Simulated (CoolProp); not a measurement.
Properties of acetone at several states.

Model: reference Helmholtz-energy equation of state, Lemmon 2006, in CoolProp. It is a short technical equation, of lower accuracy than the large ones.

```csv
T (K),p (MPa),phase,speed of sound (m/s),Joule-Thomson coefficient (K/MPa),expansivity (1/kK)
263.9,0.239,liquid,1325,-0.3850,1.305
374.7,0.125,gas,237.1,41.40,3.097
267.7,0.367,liquid,1308,-0.3812,1.315
296.8,0.0782,liquid,1170,-0.3440,1.419
516.4,0.048,gas,281.8,10.87,1.963
```
